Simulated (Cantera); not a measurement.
A jet of CH4 : O2 : N2 = 0.084 : 0.059 : 0.79 (molar parts) at 300 K and 0.0440 bar hits a platinum plate 3.6 cm away at a mass flux of 0.1 kg/m²/s; the plate temperature is set and raised in steps from an oxygen-covered start.

Cantera simulation using Deutschmann's 1995 Pt surface mechanism with GRI-Mech 3.0 gas chemistry; the numbers are that mechanism's predictions, not measurements. Catalytic surfaces can have several steady states; this one follows from the mechanism file's or the stated starting coverage.

One state of this run: wall x CH4 = 0.0392; wall x O2 = 0.0103; wall x H2O = 0.0446; wall x OH = <1e-8; wall x CO = 0.0525; wall x CO2 = 2.93e-5; θ free Pt = 0.507; θ H* = 0.00183; θ CO* = 0.0356; θ C* = 0.456. x: mole fraction at the wall; θ: surface coverage.

**Question.** Which value of plate T (K) does it belong to?
A. 950
B. 850
C. 1000
D. 1150

**Answer.** C, 1000
